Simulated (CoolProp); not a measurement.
Saturation properties of propyne.

Model: reference Helmholtz-energy equation of state, Polt 1992, in CoolProp. This equation is an older, rougher fit; its heat capacities, sound speeds and derivatives of the liquid may be far off and weren't checked against measurements.

| T (°C) | p (MPa) | vapour density (kg/m³) | enthalpy of vaporisation (kJ/kg) | surface tension (mN/m) |
|---|---|---|---|---|
| 13.55 | 0.4131 | 7.607 | 480.0 | ? |
| 24.75 | 0.5783 | 10.50 | 466.0 | 11.4 |
| 35.95 | 0.7903 | 14.25 | 450.0 | 9.97 |
| 47.15 | 1.057 | 19.06 | ? | 8.54 |
| 58.35 | ? | 25.23 | 409.8 | ? |
| 69.55 | 1.792 | 33.14 | 384.4 | ? |
| 80.75 | 2.280 | 43.39 | 354.4 | 4.53 |
| 91.95 | 2.860 | 56.91 | 318.6 | 3.30 |

**Question.** What belongs in the gaps?

**Answer.** 
- 13.55, surface tension (mN/m): 12.9
- 47.15, enthalpy of vaporisation (kJ/kg): 431.5
- 58.35, p (MPa): 1.388
- 58.35, surface tension (mN/m): 7.16
- 69.55, surface tension (mN/m): 5.82

Surface tension comes from a separate correlation (Mulero 2012).
